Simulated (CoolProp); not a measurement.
R11 along the isobar 189 bar: fugacity coefficient from the reference equation and from simpler models built on Tc = 471.1 K, pc = 44.08 bar, ω = 0.189; each cubic takes its own stable root.

Model: reference Helmholtz-energy equation of state, Jacobsen 1992, in CoolProp.

| T (K) | phase | reference |
|---|---|---|
| 360.4 | liquid | 0.05417 |
| 372.1 | liquid | 0.06794 |
| 383.7 | liquid | 0.08353 |
| 395.3 | liquid | 0.1010 |
| 407 | liquid | 0.1206 |
| 418.6 | liquid | 0.1417 |
| 430.2 | liquid | 0.1645 |
| 441.9 | liquid | 0.1890 |
| 453.5 | liquid | 0.2147 |
| 465.1 | liquid | 0.2415 |
| 476.7 | supercritical | 0.2692 |
| 488.4 | supercritical | 0.2979 |
| 500 | supercritical | 0.3268 |

How far does each simpler model (Redlich-Kwong, Soave-Redlich-Kwong, Peng-Robinson) lie from the reference over these 13 states: mean and median of the absolute difference, and the worst?


- Redlich-Kwong: mean 13.8 %, median 12.5 %, worst +29.1 % at 360.4 K and 189 bar
- Soave-Redlich-Kwong: mean 5.5 %, median 5.7 %, worst +6.3 % at 500 K and 189 bar
- Peng-Robinson: mean 3.7 %, median 3.7 %, worst -4.5 % at 360.4 K and 189 bar
